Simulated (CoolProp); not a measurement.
Properties of octamethylcyclotetrasiloxane (D4) along the isotherm 620 K.

The numbers come from the reference Helmholtz-energy equation of state, Thol 2015 in CoolProp.

```
p (MPa)          phase  isothermal compressibility (1/MPa)  fugacity coefficient
-------  -------------  ----------------------------------  --------------------
0.0107             gas                               93.67                0.9977
0.0189             gas                               53.12                0.9960
0.0337             gas                               29.89                0.9929
0.0599             gas                               16.91                0.9874
0.107              gas                               9.567                0.9776
0.189              gas                               5.522            (withheld)
0.337              gas                               3.217            (withheld)
0.599              gas                               1.959                0.8768
1.07               gas                               1.340            (withheld)
1.89     supercritical                               1.389            (withheld)
3.37     supercritical                              0.1119                0.4366
```

Question: Some entries are withheld; supply them.

Answer: 
- 0.189, fugacity coefficient: 0.9605
- 0.337, fugacity coefficient: 0.9300
- 1.07, fugacity coefficient: 0.7838
- 1.89, fugacity coefficient: 0.6273
